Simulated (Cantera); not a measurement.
**Equilibrium for tantalum, niobium, vanadium and zirconium in process gases: Ta + CH4 + H2**

Feed: 1 mol Ta, 0.72 mol CH4, 17 mol H2, held at 2200 °C and 0.150 bar.

Method: chemical equilibrium by Gibbs-energy minimisation in Cantera with the NASA 1993 tables (ideal gas, pure condensed phases). Candidate condensed phases: C, C6H6, C7H8, C8H18, Ta, TaC; 77 gas species. Mutual solubility and eutectic melting of coexisting phases are not modelled. TaC: taken at fixed stoichiometry. Condensed phases not in the tables: Ta2C, N, O or C dissolved in the metal. Kinetics and transport are ignored.

- x(H2) = 0.944
- x(H) = 0.0560
- n(Ta(s)) = 0.280 mol
- n(TaC(s)) = 0.720 mol
- gas amount = 18.97 mol
- log10 activity of C(graphite) (absent) = -2.97
